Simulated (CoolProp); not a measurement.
CHF3 (R23) along the isobar 17.6 MPa: density (kg/m³) from the reference equation and from simpler models built on Tc = 299.3 K, pc = 4.832 MPa, ω = 0.263; each cubic takes its own stable root.

Computed with CoolProp (reference Helmholtz-energy equation of state, Penoncello 2003).

| T (K) | phase | reference | van der Waals | Peng-Robinson |
|---|---|---|---|---|
| 189.6 | liquid | 1490 | ___ | 1443 |
| 215.6 | liquid | 1402 | 843.0 | 1364 |
| 241.5 | liquid | 1308 | 805.9 | ___ |
| 267.5 | liquid | 1206 | 766.1 | 1163 |
| 293.4 | liquid | ___ | 723.7 | 1035 |
| 319.3 | supercritical | ___ | 678.3 | 889.7 |
| 345.3 | supercritical | 810.8 | 629.7 | 738.0 |
| 371.2 | supercritical | ___ | 578.9 | 605.6 |
| 397.2 | supercritical | 544.9 | ___ | 506.2 |
| 423.1 | supercritical | 462.0 | 477.1 | 436.0 |
| 449.1 | supercritical | 403.6 | 431.3 | 385.1 |
| 475 | supercritical | 361.0 | 391.5 | 347.0 |

Task: Some entries are withheld; supply them.

Result: 
- 189.6, van der Waals: 878.1
- 241.5, Peng-Robinson: 1272
- 293.4, reference: 1091
- 319.3, reference: 959.1
- 371.2, reference: 663.5
- 397.2, van der Waals: 527.1
